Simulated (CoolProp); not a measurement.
Computed with CoolProp (reference Helmholtz-energy equation of state, Marx 1992).

Give the vapour pressure (MPa), liquid density (kg/m³), vapour density (kg/m³), liquid cp (kJ/(kg K)) of saturated R113 at 283.5, 392.1, 407.6 K.


| T (K) | p (MPa) | liquid density (kg/m³) | vapour density (kg/m³) | liquid cp (kJ/(kg K)) |
|---|---|---|---|---|
| 283.5 | 0.0243 | 1600 | 1.96 | 0.904 |
| 392.1 | 0.666 | 1310 | 45.4 | 1.04 |
| 407.6 | 0.912 | 1260 | 62.8 | 1.07 |
